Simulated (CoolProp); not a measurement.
A single-stage vapour-compression cycle with the fluid: evaporating at 216.15 K (dew point), condensing at 260.15 K (bubble point), superheat 2 K, subcooling 8 K, compressor efficiency 0.8, no pressure losses. The same conditions are run with several fluids, on thermodynamics alone (safety and materials aside).

Values from CoolProp's reference Helmholtz-energy equation of state of each fluid (carbonyl sulfide: Lemmon 2006; R410A: Lemmon 2003; CH3F (R41): Lemmon 2006; R507A: Lemmon 2003; propane: Lemmon 2009; R227EA: Lemmon 2016). Blends and air are pseudo-pure fits.

| fluid | cooling COP | pressure ratio | discharge temperature (K) | refrigerating effect (kJ/kg) | volumetric capacity (kJ/m³) |
|---|---|---|---|---|---|
| carbonyl sulfide | 3.41 | 5.93 | 340.4 | 271 | 671 |
| R410A | 3.41 | 6.86 | 311.9 | 229 | 716 |
| CH3F (R41) | 3.26 | 4.88 | 332.4 | 379 | 2230 |
| R507A | 3.44 | 6.74 | 284.4 | 159 | 540 |
| propane | 3.51 | 6.26 | 292.3 | 362 | 449 |
| R227EA | 3.43 | 10.0 | 267.4 | 112 | 123 |
